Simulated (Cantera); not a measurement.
## Stirred combustor or abatement burner

A perfectly stirred reactor is fed with CH₄ : C₂H₆ : O₂ : N₂ : CO₂ = 1 : 0.49 : 2.19 : 8.22 : 2.5 (molar parts), at 2330 Torr; it is adiabatic with a 400 K inlet, and is followed from long to short residence time, starting on the burning branch (τ in s: 0.16, 0.059, 0.022, 0.0079, 0.0029, 0.0011, 0.00039, 0.00014, 5.2e-05, 1.9e-05, 7e-06).

Computed with Cantera and GRI-Mech 3.0 (53 species, 325 reactions).

| τ (s) | T (K) | x CH₄ | x C₂H₆ | x O₂ | x N₂O | x HO₂ | x CH₃ |
|---|---|---|---|---|---|---|---|
| 0.16 | 1587 | 0.00938 | 6.40e-5 | 0.00194 | 2.89e-9 | 4.23e-7 | 7.77e-5 |
| 0.059 | 1574 | 0.00980 | 0.000129 | 0.00350 | 6.04e-9 | 1.08e-6 | 0.000109 |
| 0.022 | 1551 | 0.0106 | 0.000258 | 0.00617 | 1.19e-8 | 2.83e-6 | 0.000148 |
| 0.0079 | 1505 | 0.0131 | 0.000588 | 0.0119 | 2.38e-8 | 8.58e-6 | 0.000201 |
| 0.0029 | 400 | 0.0694 | 0.0340 | 0.152 | <1e-12 | <1e-12 | <1e-12 |
| 0.0011 | 400 | 0.0694 | 0.0340 | 0.152 | <1e-12 | <1e-12 | <1e-12 |
| 0.00039 | 400 | 0.0694 | 0.0340 | 0.152 | <1e-12 | <1e-12 | <1e-12 |
| 0.00014 | 400 | 0.0694 | 0.0340 | 0.152 | <1e-12 | <1e-12 | <1e-12 |
| 5.2e-5 | 400 | 0.0694 | 0.0340 | 0.152 | <1e-12 | <1e-12 | <1e-12 |
| 1.9e-5 | 400 | 0.0694 | 0.0340 | 0.152 | <1e-12 | <1e-12 | <1e-12 |
| 7.0e-6 | 400 | 0.0694 | 0.0340 | 0.152 | <1e-12 | <1e-12 | <1e-12 |
x: mole fraction; the columns are a selection and need not sum to one.
